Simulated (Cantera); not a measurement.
A closed system holds: 1 mol CH3Cl, 0.23 mol F2, 2.9 mol H2, at 0.100 bar.

Equilibrium computed with Cantera from the NASA thermochemical tables; the gas is ideal and each condensed phase is pure. Candidate condensed phases: C, C6H6, C7H8, C8H18; 118 gas species. Equilibrium is a limit: real reactors are often held back by kinetics, nucleation or transport. All values below are at 2300 K.

Base state: H2 0.691, HCl 0.187, HF 0.0883, H 0.0254, Cl 0.00496, C2H2 (acetylene) 0.00299, CH4 1.02e-5 (mole fractions); condensed: C(graphite).

Q: What changes in the equilibrium state with this change: pressure from 0.100 bar to 8.10 mbar?

A: 
```csv
species,before,after
H2,0.691,0.641
HCl,0.187,0.169
H,0.0254,0.0861
Cl,0.00496,0.0163
HF,0.0883,0.0851
CH4,1.02e-5,7.13e-7
F,3.86e-6,1.36e-5
C2H,4.97e-6,1.68e-5
"C(graphite), mol",0.969,0.970
```

Q: What changes in the equilibrium state with this change: F2 from 0.23 to 1.7 mol?

A: 
| species | before | after |
|---|---|---|
| HF | 0.0883 | 0.509 |
| H2 | 0.691 | 0.322 |
| HCl | 0.187 | 0.144 |
| H | 0.0254 | 0.0174 |
| F | 3.86e-6 | 3.26e-5 |
| CH4 | 1.02e-5 | 2.22e-6 |
| C2H2 (acetylene) | 0.00299 | 0.00139 |
| Cl | 0.00496 | 0.00560 |
| C(graphite), mol | 0.969 | 0.981 |
